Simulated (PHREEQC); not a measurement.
Synthetic water in mg/L, 25 °C, pH 7.22, pe 8.7: Na 2.39; K 1.5; Ca 46.7; Mg 2.04; Cl 14.3; S(6) as SO4 79.2; Alkalinity as HCO3 36.7; Cd 6.95; Si as SiO2 0.0459; Zn 0.0614.

Cl is adjusted to close the charge balance.
Valence states are taken as typed.

All values are PHREEQC results (ion-association model, phreeqc.dat), not measurements.

The ionic strength comes out as 0.00451 mol/kgw. What activity coefficients do HCO3-, SO4-2, CaHCO3+, Cd+2, Mg+2 get?

HCO3- 0.93, SO4-2 0.75, CaHCO3+ 0.93, Cd+2 0.75, Mg+2 0.76.

No solid was allowed to form. The solution is supersaturated, for example in Otavite, so a real one may precipitate; this is no full list.
